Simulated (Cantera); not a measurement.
Charge: 1 mol Fe2O3, 0.039 mol Cl2, at 748.15 K and 14.0 mbar.

Cantera equilibrium calculation (NASA polynomials, part measured and part estimated; ideal gas, pure solids and liquids). Candidate condensed phases: Fe, FeCl2, FeCl3, FeO, Fe2O3, Fe3O4; 13 gas species. Condensed phases not in the tables: FeOCl. Kinetics and transport are ignored.

Task: What is the equilibrium state?

Result: 
```
Quantity                                  Result
-----------------------------------  -----------
x(Cl2)                                     0.995
x(FeCl3)                                 0.00258
x(O2)                                    0.00201
x(Fe2Cl6)                                4.98e-5
x(Cl)                                    2.18e-5
n(Fe2O3(s))                            1.000 mol
gas amount                           0.03902 mol
log10 activity of FeCl2(s) (absent)        -3.02
log10 activity of Fe(α) (absent)          -18.38
```
